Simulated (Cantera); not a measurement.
Feed: 1 mol Ti(OiPr)4, 1.5 mol H2O, 17 mol H2, at 1300 K.

Equilibrium computed with Cantera from the NASA thermochemical tables; the gas is ideal and each condensed phase is pure. Candidate condensed phases: C, C6H6, C7H8, C8H18, H2O, Ti, TiC, TiO, TiO2, Ti2O3, Ti3O5, Ti4O7; 113 gas species. The feed counts by its element totals alone. TiC: taken at fixed stoichiometry. Condensed phases not in the tables: Magnéli phases beyond Ti4O7. Equilibrium is a limit: real reactors are often held back by kinetics, nucleation or transport.

x: gas mole fraction; n: condensed amount in mol.

| P (Pa) | x H2 | x CO | x CH4 | x H2O | x H | x CO2 | x C2H4 | n C(graphite) | n TiC(s) | n Ti3O5(s) | n Ti4O7(s) |
|---|---|---|---|---|---|---|---|---|---|---|---|
| 10 | 0.855 | 0.145 | 5.75e-7 | 1.13e-7 | 0.000102 | 1.08e-8 | 1.21e-10 | 5.50 | 1.00 | 0 | 0 |
| 37 | 0.855 | 0.145 | ? | ? | ? | ? | ? | 5.50 | 1.00 | 0 | 0 |
| 140 | 0.855 | 0.145 | 8.05e-6 | 1.58e-6 | 2.73e-5 | 1.52e-7 | 1.70e-9 | 5.50 | 1.00 | 0 | 0 |
| 520 | 0.855 | 0.145 | 2.99e-5 | 5.87e-6 | 1.42e-5 | 5.63e-7 | 6.30e-9 | 5.50 | 1.00 | 0 | 0 |
| 1900 | 0.855 | 0.145 | 0.000109 | 2.14e-5 | 7.42e-6 | 2.06e-6 | 2.30e-8 | 5.50 | 1.00 | 0 | 0 |
| 7200 | 0.855 | 0.145 | 0.000414 | 8.12e-5 | 3.81e-6 | 7.80e-6 | 8.71e-8 | 5.49 | 1.00 | 0 | 0 |
| 27000 | 0.893 | 0.105 | ? | ? | ? | ? | ? | 8.11 | 0 | ? | 0 |
| 100000 | 0.890 | 0.103 | 0.00622 | 0.000837 | 1.04e-6 | 5.51e-5 | 1.31e-6 | 8.06 | 0 | 0 | 0.250 |

**Question.** What belongs in the gaps?

**Answer.** 
- 27000, x CH4: 0.00169
- 27000, x H2O: 0.000232
- 27000, x H: 2.01e-6
- 27000, x CO2: 1.55e-5
- 27000, x C2H4: 3.56e-7
- 27000, n Ti3O5(s): 0.333
- 37, x CH4: 2.13e-6
- 37, x H2O: 4.18e-7
- 37, x H: 5.32e-5
- 37, x CO2: 4.01e-8
- 37, x C2H4: 4.48e-10
